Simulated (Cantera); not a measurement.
A perfectly stirred reactor is fed with CH₄ : N₂ = 1 : 3.8 (molar parts), at 165 Torr; it is held at 1423 K, and followed from long to short residence time.

Detailed kinetics in Cantera: GRI-Mech 3.0 (53 species, 325 reactions). GRI-Mech 3.0 stops at C3 and has no aromatics, soot or wall deposition, so with more carbon than oxygen in the feed, carbon stays in small species such as C2H2 where larger ones or solid carbon would form.

Question: What does this change do: pressure from 165 Torr to 750 Torr?

Answer: 
```
quantity                  before     after
----------------------  --------  --------
x(CH₄) at τ = 27.0 s      0.0894    0.0655
x(H) at τ = 27.0 s       2.94e-6   2.20e-6
x(CH₃) at τ = 27.0 s     3.58e-5   1.67e-5
x(C₂H₄) at τ = 27.0 s    0.00125   0.00600
x(C₂H₂) at τ = 27.0 s     0.0480    0.0536
x(CH₄) at τ = 72.0 ms      0.207     0.205
x(H) at τ = 72.0 ms      3.47e-8   5.78e-8
x(CH₃) at τ = 72.0 ms    7.72e-5   5.50e-5
x(C₂H₄) at τ = 72.0 ms  0.000272  0.000739
x(C₂H₂) at τ = 72.0 ms   6.65e-5  0.000491
```

Question: What does this change do: pressure from 165 Torr to 0.713 Torr?

Answer: 
```csv
quantity,before,after
x(CH₄) at τ = 27.0 s,0.0894,0.178
x(H) at τ = 27.0 s,2.94e-6,4.51e-6
x(CH₃) at τ = 27.0 s,3.58e-5,0.000417
x(C₂H₄) at τ = 27.0 s,0.00125,0.00283
x(C₂H₂) at τ = 27.0 s,0.0480,0.00975
x(CH₄) at τ = 72.0 ms,0.207,0.208
x(H) at τ = 72.0 ms,3.47e-8,5.75e-9
x(CH₃) at τ = 72.0 ms,7.72e-5,2.54e-6
x(C₂H₄) at τ = 72.0 ms,0.000272,1.21e-9
x(C₂H₂) at τ = 72.0 ms,6.65e-5,2.93e-12
```
Radical loss at walls, strong at low pressure, is not modelled.
